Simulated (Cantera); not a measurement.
A closed system holds: 1 mol CH2F2, 0.2 mol CH4, at 2250 K and 13300 Pa.

Equilibrium computed with Cantera from the NASA thermochemical tables; the gas is ideal and each condensed phase is pure. Candidate condensed phases: C, C6H6, C7H8, C8H18; 95 gas species. Kinetics and transport are ignored.

### Question
What is the equilibrium state?

### Answer
```
Item                    Result
-------------------  ---------
x(HF)                    0.830
x(H2)                    0.161
x(H)                   0.00817
x(C2H2 (acetylene))   0.000540
x(F)                   4.26e-5
x(C2H)                 1.09e-6
n(C(graphite))        1.20 mol
gas amount           2.410 mol
```
